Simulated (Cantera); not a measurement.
Charge: 1 mol SiHCl3, 28 mol N2, held at 1425 °C.

Equilibrium computed with Cantera from the NASA thermochemical tables; the gas is ideal and each condensed phase is pure. Candidate condensed phases: NH4Cl, Si, Si3N4; 28 gas species. The numbers say what is thermodynamically allowed, not how fast it happens.

### Question
Which condensed phases are stable at each of these points (P (Pa)): 5, 17, 59, 210, 710, 2400, 8400, 29000, 100000?

### Answer
```
P (Pa)  condensed phases  Si condensed (%)
------  ----------------  ----------------
5               gas only               0.0
17              gas only               0.0
59              gas only               0.0
210             gas only               0.0
710             gas only               0.0
2400            gas only               0.0
8400            gas only               0.0
29000           Si3N4(s)               4.2
100000          Si3N4(s)              19.2
```

From 5.00 Pa to 84.0 mbar nothing is condensed. From 0.290 bar to 1.00 bar the condensed part is Si3N4(s).
